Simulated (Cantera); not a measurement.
## HCl + O2 + N2 (abatement and gas-phase synthesis)

A closed system holds: 1 mol HCl, 2.1 mol O2, 0.25 mol N2, held at 3.10 bar.

Equilibrium computed with Cantera from the NASA thermochemical tables; the gas is ideal and each condensed phase is pure. Candidate condensed phases: H2O, NH4Cl; 29 gas species. The numbers say what is thermodynamically allowed, not how fast it happens.

From 1150 K to 2250 K nothing is condensed.

```json
[
 {"T (K)": "1150", "log p O2": "0.28", "log p HCl": "-0.29", "log p Cl": "-2.89", "log p N2": "-0.62", "log p H2O": "-0.65", "log p Cl2": "-0.66", "log p NO": "-3.66"},
 {"T (K)": "1250", "log p O2": "0.28", "log p HCl": "-0.24", "log p Cl": "-2.47", "log p N2": "-0.62", "log p H2O": "-0.72", "log p Cl2": "-0.72", "log p NO": "-3.33"},
 {"T (K)": "1350", "log p O2": "0.28", "log p HCl": "-0.21", "log p Cl": "-2.11", "log p N2": "-0.63", "log p H2O": "-0.77", "log p Cl2": "-0.78", "log p NO": "-3.05"},
 {"T (K)": "1450", "log p O2": "0.28", "log p HCl": "-0.19", "log p Cl": "-1.81", "log p N2": "-0.63", "log p H2O": "-0.82", "log p Cl2": "-0.85", "log p NO": "-2.81"},
 {"T (K)": "1550", "log p O2": "0.28", "log p HCl": "-0.17", "log p Cl": "-1.55", "log p N2": "-0.63", "log p H2O": "-0.87", "log p Cl2": "-0.92", "log p NO": "-2.59"},
 {"T (K)": "1650", "log p O2": "0.28", "log p HCl": "-0.17", "log p Cl": "-1.33", "log p N2": "-0.63", "log p H2O": "-0.90", "log p Cl2": "-0.99", "log p NO": "-2.41"},
 {"T (K)": "1750", "log p O2": "0.28", "log p HCl": "-0.16", "log p Cl": "-1.14", "log p N2": "-0.64", "log p H2O": "-0.92", "log p Cl2": "-1.07", "log p NO": "-2.25"},
 {"T (K)": "1850", "log p O2": "0.27", "log p HCl": "-0.16", "log p Cl": "-0.99", "log p N2": "-0.64", "log p H2O": "-0.92", "log p Cl2": "-1.17", "log p NO": "-2.10"},
 {"T (K)": "1950", "log p O2": "0.27", "log p HCl": "-0.17", "log p Cl": "-0.86", "log p N2": "-0.65", "log p H2O": "-0.91", "log p Cl2": "-1.28", "log p NO": "-1.97"},
 {"T (K)": "2050", "log p O2": "0.27", "log p HCl": "-0.18", "log p Cl": "-0.75", "log p N2": "-0.65", "log p H2O": "-0.90", "log p Cl2": "-1.40", "log p NO": "-1.86"},
 {"T (K)": "2150", "log p O2": "0.26", "log p HCl": "-0.20", "log p Cl": "-0.67", "log p N2": "-0.66", "log p H2O": "-0.87", "log p Cl2": "-1.53", "log p NO": "-1.76"},
 {"T (K)": "2250", "log p O2": "0.26", "log p HCl": "-0.22", "log p Cl": "-0.60", "log p N2": "-0.67", "log p H2O": "-0.84", "log p Cl2": "-1.67", "log p NO": "-1.66"}
]
```
log p: log10 of the partial pressure in bar; nothing condenses.
